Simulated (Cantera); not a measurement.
# CH3SiH3 + H2 (silicon carbide growth)

A closed system holds: 1 mol CH3SiH3, 7.8 mol H2, equilibrated at 0.133 bar.

Equilibrium computed with Cantera from the NASA thermochemical tables; the gas is ideal and each condensed phase is pure. Candidate condensed phases: C, C6H6, C7H8, C8H18, Si, SiC; 87 gas species. The feed counts by its element totals alone. Gases not in the tables: Si2H6 and higher silanes. Rates play no part.

From 2000 K to 2450 K the condensed part is SiC(s). The main Si-bearing gas is Si throughout. The share of Si in condensed phases is highest at 2000 K (99.9 %) and lowest at 2450 K (87.7 %).

```tsv
T (K)	x H2	x H	x Si	x C2H2 (acetylene)	x Si2C	n SiC(s)
2000	0.995	0.00444	7.08e-5	4.89e-5	1.94e-6	0.999
2075	0.992	0.00727	0.000176	0.000119	6.53e-6	0.997
2150	0.988	0.0115	0.000411	0.000271	2.02e-5	0.994
2225	0.981	0.0176	0.000907	0.000578	5.79e-5	0.986
2300	0.970	0.0261	0.00190	0.00117	0.000154	0.971
2375	0.955	0.0377	0.00378	0.00226	0.000385	0.940
2450	0.933	0.0531	0.00723	0.00415	0.000907	0.877
```
x: gas mole fraction; n: condensed amount in mol.
